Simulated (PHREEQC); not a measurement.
1 kg of water holding 0.11 mol/kgw NaBr and 0.0034 mol/kgw CaSO4 is evaporated at 15 °C; the solids stay in contact with the brine. No CO2 enters from the air. The run lets Glauberite, Gypsum, Anhydrite, Mirabilite, Portlandite, Thenardite precipitate or redissolve, and no other solid.

Model: Pitzer model, pitzer.dat, run in PHREEQC.

Question: Predict ionic strength at water left (kg) = 0.8219, 0.3082, 0.2082, 0.0433.

Answer: 
```tsv
water left (kg)	ionic strength
0.8219	0.150
0.3082	0.401
0.2082	0.594
0.0433	2.74
```
